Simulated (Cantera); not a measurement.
Standard-state values (1 bar) from the NASA 1993 polynomials, evaluated with Cantera. Values are per mole of reaction as written; species without (g) are pure solids or liquids, kept so even where they would boil at 1 bar. TaC: taken at fixed stoichiometry.

4 Ta + 5 CO2(g) ⇌ 5 C + 2 Ta2O5, with ΔH° = -2124.4 kJ and ΔS° = -919.6 J/K at 300 K.

Q: How far is the shortcut ΔG° ≈ ΔH°(300 K) − T·ΔS°(300 K) from the full temperature-dependent value at 1525, 1600, 1675, 1750, 1825, 1900, 1975, 2050, 2125, 2200, 2275 K?

A: 
```tsv
T (K)	shortcut (kJ)	full (kJ)	difference (kJ)	difference in log10 K	condensed phases
1525	-722.0	-798.5	76.6	-2.62	Ta(s), C(graphite), Ta2O5(s)
1600	-653.0	-738.3	85.3	-2.78	Ta(s), C(graphite), Ta2O5(s)
1675	-584.0	-678.3	94.3	-2.94	Ta(s), C(graphite), Ta2O5(s)
1750	-515.0	-618.7	103.6	-3.09	Ta(s), C(graphite), Ta2O5(s)
1825	-446.1	-559.4	113.3	-3.24	Ta(s), C(graphite), Ta2O5(s)
1900	-377.1	-500.4	123.3	-3.39	Ta(s), C(graphite), Ta2O5(s)
1975	-308.1	-441.6	133.5	-3.53	Ta(s), C(graphite), Ta2O5(s)
2050	-239.2	-383.2	144.0	-3.67	Ta(s), C(graphite), Ta2O5(s)
2125	-170.2	-332.9	162.7	-4.00	Ta(s), C(graphite), Ta2O5(l)
2200	-101.2	-284.0	182.8	-4.34	Ta(s), C(graphite), Ta2O5(l)
2275	-32.2	-235.6	203.4	-4.67	Ta(s), C(graphite), Ta2O5(l)
```
The shortcut ignores heat capacities and the phase changes listed.
